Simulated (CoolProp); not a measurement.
R245fa along the isotherm 160.75 °C: Z from the reference equation and from simpler models built on Tc = 153.9 °C, pc = 3.651 MPa, ω = 0.378; each cubic takes its own stable root.

Model: reference Helmholtz-energy equation of state, Akasaka 2015, in CoolProp.

| p (MPa) | phase | reference |
|---|---|---|
| 0.114 | gas | 0.9902 |
| 0.228 | gas | 0.9802 |
| 0.342 | gas | 0.9701 |
| 0.456 | gas | 0.9598 |
| 0.57 | gas | 0.9493 |
| 0.685 | gas | 0.9386 |
| 0.799 | gas | 0.9278 |
| 0.913 | gas | 0.9167 |
| 1.03 | gas | 0.9052 |
| 1.14 | gas | 0.8941 |
| 1.26 | gas | 0.8818 |
| 1.37 | gas | 0.8702 |
| 1.48 | gas | 0.8584 |
| 1.6 | gas | 0.8452 |
| 1.71 | gas | 0.8328 |
| 1.83 | gas | 0.8189 |

### Question
How far does each simpler model (Pitzer virial, van der Waals, Soave-Redlich-Kwong) lie from the reference over these 16 states: mean and median of the absolute difference, and the worst?

### Answer
- Pitzer virial: mean 0.5 %, median 0.1 %, worst +1.8 % at 160.75 °C and 1.83 MPa
- van der Waals: mean 0.9 %, median 0.8 %, worst +1.9 % at 160.75 °C and 1.83 MPa
- Soave-Redlich-Kwong: mean 0.1 %, median 0.2 %, worst -0.2 % at 160.75 °C and 1.26 MPa
